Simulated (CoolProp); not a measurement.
Computed with CoolProp (reference Helmholtz-energy equation of state, Zhou 2016).

**Question.** For R245ca, give the phase and the cv (kJ/(kg K)), speed of sound (m/s), Joule-Thomson coefficient (K/MPa), isothermal compressibility (1/MPa) at -32.55 °C and 15.4 bar.

**Answer.** 
- -32.55 °C and 15.4 bar: liquid; cv 0.945, speed of sound 988, Joule-Thomson coefficient -0.319, isothermal compressibility 0.000937
